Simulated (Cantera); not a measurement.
Input: 1 mol Si, 0.65 mol Cl2, 4.3 mol H2, at 0.500 bar.

These are equilibrium values from Cantera (NASA tables, ideal gas, pure condensed phases), not measurements of a reactor. Candidate condensed phases: Si; 19 gas species. The numbers say what is thermodynamically allowed, not how fast it happens.

### Question
What share of the Si ends up in condensed phases as a function of T (K), at 748, 823, 898, 973, 1048, 1123, 1198, 1273, 1348?

### Answer
```
T (K)  Si condensed (%)     as
-----  ----------------  -----
748                63.8  Si(s)
823                64.0  Si(s)
898                64.4  Si(s)
973                65.0  Si(s)
1048               65.8  Si(s)
1123               66.9  Si(s)
1198               68.1  Si(s)
1273               68.9  Si(s)
1348               69.1  Si(s)
```
